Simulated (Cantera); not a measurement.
Input: 1 mol Cu, 29 mol CO2, 44 mol H2, equilibrated at 7100 Pa.

These are equilibrium values from Cantera (NASA tables, ideal gas, pure condensed phases), not measurements of a reactor. Candidate condensed phases: C, C6H6, C7H8, C8H18, Cu, CuO, Cu(OH)2, Cu2O, H2O; 113 gas species. Rates play no part.

Task: Which condensed phases are stable at each of these points (T (K)): 700, 800, 900, 1000, 1100, 1200, 1300, 1400, 1500, 1600, 1700, 1800, 1900, 2000?

Result: 
| T (K) | condensed phases | Cu condensed (%) |
|---|---|---|
| 700 | C(graphite) + Cu(s) | 100.0 |
| 800 | Cu(s) | 100.0 |
| 900 | Cu(s) | 100.0 |
| 1000 | Cu(s) | 100.0 |
| 1100 | Cu(s) | 100.0 |
| 1200 | Cu(s) | 100.0 |
| 1300 | Cu(s) | 100.0 |
| 1400 | Cu(l) | 99.9 |
| 1500 | Cu(l) | 99.2 |
| 1600 | Cu(l) | 95.9 |
| 1700 | Cu(l) | 83.6 |
| 1800 | Cu(l) | 43.7 |
| 1900 | gas only | 0.0 |
| 2000 | gas only | 0.0 |

At 700 K the condensed part is C(graphite) + Cu(s). From 800 K to 1300 K the condensed part is Cu(s). From 1400 K to 1800 K the condensed part is Cu(l). From 1900 K to 2000 K nothing is condensed.
